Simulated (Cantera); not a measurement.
Charge: 1 mol SiH₂Cl₂, 32 mol H₂, equilibrated at 2125 K and 400 Pa.

Method: chemical equilibrium by Gibbs-energy minimisation in Cantera with the NASA 1993 tables (ideal gas, pure condensed phases). Candidate condensed phases: Si; 19 gas species. The tables' values for SiCl are old estimates; treat these amounts as uncertain. Gases not in the tables: Si₂H₆ and higher silanes. Equilibrium is a limit: real reactors are often held back by kinetics, nucleation or transport.

Question: What is the equilibrium state?

Answer: 
```json
{
 "x(H₂)": "0.870",
 "x(H)": "0.0535",
 "x(HCl)": "0.0469",
 "x(Si)": "0.0227",
 "x(SiCl₂)": "0.00276",
 "x(Cl)": "0.00212",
 "x(SiCl)": "0.00122",
 "x(SiH)": "0.000690",
 "x(Si₂)": "0.000164",
 "gas_amount": "35.85 mol",
 "log10 activity of Si(l) (absent)": "-0.28"
}
```
